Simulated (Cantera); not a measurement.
Cantera run:

```python
import numpy as np
import cantera as ct

gas_names = """
    CL CL2 H HCL H2 Si SiCL SiCL2 SiCL3 SiCL4 SiH SiHCL3 SiH2 SiH2CL2 SiH3 SiH3CL SiH4 Si2 Si3
""".split()
cond_names = """
    Si(cr) Si(L)
""".split()


def load(file, names, dense=False):
    # The tables refer to 1 bar. Condensed volumes are neglected.
    table = {s.name: s for s in ct.Species.list_from_file(file)}
    out = []
    for n in names:
        d = dict(table[n].input_data)
        d["thermo"] = dict(d["thermo"], **{"reference-pressure": 1e5})
        if dense:
            d["equation-of-state"] = {"model": "constant-volume", "density": "1e6 g/cm^3"}
        out.append(ct.Species.from_dict(d))
    return out


gas = ct.Solution(thermo="ideal-gas", species=load("nasa_gas.yaml", gas_names))
cond = {s.name: ct.Solution(thermo="fixed-stoichiometry", species=[s], name=s.name)
        for s in load("nasa_condensed.yaml", cond_names, dense=True)}
atoms = {
    'Si': {'Si': 1},
    'HCl': {'H': 1, 'CL': 1},
    'H2': {'H': 2},
}
top_T = {}  # K; cautious upper limits of use, not melting points


def equilibrate(T, P, feed):
    n = {}
    for name, mol in feed.items():
        for a, k in atoms[name].items():
            n[a] = n.get(a, 0.0) + k * mol
    gas.TPX = T, P, n
    mass = sum(n.values()) * gas.mean_molecular_weight
    gas.equilibrate("TP")
    valid = [c for c in cond.values() if c.min_temp <= T <= top_T.get(c.name, c.max_temp)]
    mix = ct.Mixture([(gas, mass / gas.mean_molecular_weight)] + [(c, 0.0) for c in valid])
    mix.T, mix.P = T, P
    mix.equilibrate("TP", solver="vcs", rtol=1e-11, max_steps=5000)
    return mix


results = []
feed = {'Si': 1, 'HCl': 4.2, 'H2': 0.57}  # mol
T = 523.15  # K
P = 13332.2  # Pa
mix = equilibrate(T, P, feed)
results.append((T, P, feed, dict(zip(mix.species_names, mix.species_moles))))
x = sorted(zip(gas.X, gas.species_names), reverse=True)
print(f"T = {T:g} K  P = {P:g} Pa  gas = {mix.phase_moles(0):.4g} mol")
print("   x: " + "  ".join(f"{s} {v:.3e}" for v, s in x if v > 0.0001))
print("   condensed (mol): " + ("  ".join(f"{mix.phase(i).name} {mix.phase_moles(i):.4g}"
      for i in range(1, mix.n_phases) if mix.phase_moles(i) > 1e-12) or "none"))
```

Output:

```
T = 523.15 K  P = 13332.2 Pa  gas = 3.77 mol
   x: H2 6.817e-01  SiCL4 2.652e-01  HCL 5.306e-02
   condensed (mol): none
```

Equilibrium computed with Cantera from the NASA thermochemical tables; the gas is ideal and each condensed phase is pure.
